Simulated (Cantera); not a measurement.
Standard-state values (1 bar) from the NASA 1993 polynomials, evaluated with Cantera. Values are per mole of reaction as written; species without (g) are pure solids or liquids, kept so even where they would boil at 1 bar.

Task: Between 1573 and 1873 K, where is each reaction favourable under standard conditions?
- FeCl2(g) → Fe + 2 Cl(g)

Result: 
- FeCl2(g) → Fe + 2 Cl(g): ΔG° is 268 kJ at 1573 K and 240 kJ at 1873 K; it stays positive (K < 1). ΔH° is 430 kJ and ΔS° 101 J/K at 1873 K.
